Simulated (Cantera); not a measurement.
## Thermodynamics of silicon oxide and oxynitride deposition, feed TEOS + NO + N₂ + H₂O

A closed system holds: 1 mol TEOS, 0.16 mol NO, 9.3 mol N₂, 0.13 mol H₂O, held at 10.0 mbar.

Method: chemical equilibrium by Gibbs-energy minimisation in Cantera with the NASA 1993 tables (ideal gas, pure condensed phases). Candidate condensed phases: C, C₆H₆, C₇H₈, C₈H₁₈, H₂O, Si, SiC, SiO₂, Si₂N₂O, Si₃N₄; 151 gas species. The feed counts by its element totals alone. Mutual solubility and eutectic melting of coexisting phases are not modelled. Kinetics and transport are ignored.

From 1023 K to 1123 K the condensed part is C(graphite) + SiO₂(β-quartz). From 1223 K to 1423 K the condensed part is C(graphite) + Si₂N₂O(s). At 1523 K the condensed part is C(graphite) + SiC(s) + Si₂N₂O(s). At 1623 K the condensed part is C(graphite) + SiC(s).

| T (K) | x H₂ | x N₂ | x CO | x HCN | x SiO | n C(graphite) | n SiO₂(β-quartz) | n Si₂N₂O(s) | n SiC(s) |
|---|---|---|---|---|---|---|---|---|---|
| 1023 | 0.464 | 0.430 | 0.105 | 3.33e-6 | <1e-12 | 5.71 | 1.00 | 0 | 0 |
| 1123 | 0.465 | 0.430 | 0.105 | 1.34e-5 | 1.04e-9 | 5.71 | 1.00 | 0 | 0 |
| 1223 | 0.444 | 0.389 | 0.166 | 3.98e-5 | 1.13e-7 | 4.21 | 0 | 0.500 | 0 |
| 1323 | 0.444 | 0.389 | 0.166 | 0.000107 | 2.52e-6 | 4.21 | 0 | 0.500 | 0 |
| 1423 | 0.444 | 0.389 | 0.166 | 0.000248 | 3.59e-5 | 4.20 | 0 | 0.500 | 0 |
| 1523 | 0.443 | 0.389 | 0.166 | 0.000515 | 0.000358 | 4.17 | 0 | 0.485 | 0.0223 |
| 1623 | 0.425 | 0.394 | 0.180 | 0.000963 | 0.000566 | 2.71 | 0 | 0 | 0.987 |
x: gas mole fraction; n: condensed amount in mol.
